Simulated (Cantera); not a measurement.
A closed system holds: 1 mol BaF₂, 270 mol N₂, held at 0.230 Pa.

Equilibrium computed with Cantera from the NASA thermochemical tables; the gas is ideal and each condensed phase is pure. Candidate condensed phases: Ba, BaF₂; 10 gas species. Kinetics and transport are ignored. All values below are at 1175 °C.

Base state: N₂ 0.996, BaF₂ 0.00369 (mole fractions); condensed: gas only.

**Question.** What changes in the equilibrium state with this change: BaF₂ replaced by NaI?

**Answer.** 
```csv
species,before,after
N₂,0.996,0.993
Na,0,0.00362
I,0,0.00362
BaF₂,0.00369,0
NaI,0,6.05e-5
```
Further candidate phases: I₂, Na, NaI.
